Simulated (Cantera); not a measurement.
**Equilibrium for halide evaporation, hydrolysis and transport: CuF2 + HF + H2**

Feed: 1 mol CuF2, 4.4 mol HF, 2.8 mol H2, held at 10.0 mbar.

Equilibrium computed with Cantera from the NASA thermochemical tables; the gas is ideal and each condensed phase is pure. Candidate condensed phases: Cu, CuF2; 15 gas species. Kinetics and transport are ignored.

```csv
T (°C),x HF,x H2,x Cu,x CuF,x H,x H2F2,n Cu(s),n Cu(l)
400,0.780,0.220,<1e-12,<1e-12,<1e-12,1.35e-6,1.00,0
500,0.780,0.220,<1e-12,<1e-12,4.25e-12,6.78e-7,1.00,0
600,0.780,0.220,4.52e-12,9.77e-11,2.19e-10,4.00e-7,1.00,0
700,0.780,0.220,5.13e-10,3.71e-9,5.07e-9,2.64e-7,1.00,0
800,0.780,0.220,2.38e-8,7.10e-8,6.56e-8,1.89e-7,1.000,0
900,0.780,0.220,5.71e-7,8.16e-7,5.52e-7,1.44e-7,1.000,0
1000,0.780,0.220,8.24e-6,6.35e-6,3.34e-6,1.15e-7,1.000,0
1100,0.780,0.219,7.90e-5,3.59e-5,1.56e-5,9.53e-8,0,0.999
1200,0.780,0.219,0.000517,0.000149,5.93e-5,8.12e-8,0,0.995
```
x: gas mole fraction; n: condensed amount in mol.

From 400 °C to 1000 °C the condensed part is Cu(s). From 1100 °C to 1200 °C the condensed part is Cu(l).
